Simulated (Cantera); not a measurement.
Input (Python, Cantera) and output of one run.

```python
import numpy as np
import cantera as ct

gas_names = """
    Ca CO
""".split()
cond_names = """
    C(gr) CaO(s) CaO(L)
""".split()


# ... load() reads the species with a 1 bar reference pressure and builds the phases ...
species = {s.name: s for s in load("nasa_gas.yaml", gas_names) + load("nasa_condensed.yaml", cond_names)}
# Each term lists the table entries of one substance; the one whose range holds T is used.
reactions = {
    'Ca(g) + CO(g) = C + CaO':
        [(-1, ['Ca']), (-1, ['CO']), (1, ['C(gr)']), (1, ['CaO(s)', 'CaO(L)'])],
}


def pick(names, T):
    return next(species[n] for n in names if species[n].thermo.min_temp <= T <= species[n].thermo.max_temp)


results = []
for label, terms in reactions.items():
    print(label)
    print("     T/K   dH/kJ  dS/(J/K)   dG/kJ   log10 K")
    for T in [2098, 2173, 2248, 2323, 2398, 2473, 2548, 2623, 2698]:
        used = [(nu, pick(names, T)) for nu, names in terms]
        dH = sum(nu * s.thermo.h(T) for nu, s in used) / 1e6
        dS = sum(nu * s.thermo.s(T) for nu, s in used) / 1e3
        dG = dH - T * dS / 1e3
        logK = -dG * 1e6 / (ct.gas_constant * T * np.log(10))
        results.append((label, T, dH, dS, dG, logK, [s.name for _, s in used]))
        print(f"{T:8g} {dH:8.1f} {dS:8.1f} {dG:8.1f} {logK:8.2f}")
```

Output:

```
Ca(g) + CO(g) = C + CaO
     T/K   dH/kJ  dS/(J/K)   dG/kJ   log10 K
    2098   -664.8   -274.6    -88.7     2.21
    2173   -662.8   -273.7    -68.1     1.64
    2248   -660.8   -272.7    -47.6     1.11
    2323   -658.7   -271.8    -27.2     0.61
    2398   -656.7   -271.0     -6.9     0.15
    2473   -654.6   -270.1     13.4    -0.28
    2548   -652.5   -269.3     33.7    -0.69
    2623   -650.4   -268.5     53.8    -1.07
    2698   -648.3   -267.7     73.9    -1.43
```

Source: NASA polynomial tables (part measured, part estimated), evaluated in Cantera. Condensed species are held in their standard states even where they would react or evaporate.
